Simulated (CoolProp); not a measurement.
Vapour-liquid equilibrium of methane (1) + ethylene (2) at -106.05 °C; x and y are mole fractions of (1).

Values from CoolProp's multi-fluid Helmholtz-energy mixture model, Setzmann 1991 and Smukala 2000; pair parameters Bell 2016.

```csv
x,bubble pressure (bar),y at the bubble point,dew pressure at overall composition x (bar),liquid density (mol/L)
0.05,2.074,0.579,0.9305,20.46
0.15,4.379,0.808,1.039,20.65
0.25,6.542,0.877,1.176,20.82
0.35,8.543,0.911,1.355,20.96
0.45,10.40,0.932,1.596,21.07
0.55,12.14,0.946,1.942,21.11
0.65,13.83,0.958,2.477,21.09
0.75,15.56,0.969,3.417,20.97
0.85,17.44,0.980,5.479,20.71
0.95,19.64,0.992,12.65,20.23
```

No azeotrope shows between x = 0.05 and 0.95.

The pair parameters rest on a limited set of measurements; away from them the model extrapolates. The gap from Raoult's law changes sign with composition, which may be real or a fault of the pair parameters; it wasn't checked against measurements.
